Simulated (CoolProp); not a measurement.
Vapour-liquid equilibrium of R134a (1) + R141b (2) at -35.55 °C; x and y are mole fractions of (1).

Model: multi-fluid Helmholtz-energy mixture model, Tillner-Roth 1994 and Lemmon 2006; pair parameters Bell 2016, in CoolProp.

Problem. Give the bubble pressure and the first vapour's composition at x = 0.05, 0.2, 0.8. Is there an azeotrope?

Solution. x = 0.05: 0.009831 MPa, y = 0.597; x = 0.2: 0.02456 MPa, y = 0.860; x = 0.8: 0.05529 MPa, y = 0.973. No azeotrope shows between x = 0.05 and 0.95.

The pair parameters rest on a limited set of measurements; away from them the model extrapolates. With so large a gap from Raoult's law the liquid may split in two, which this calculation doesn't test in full.
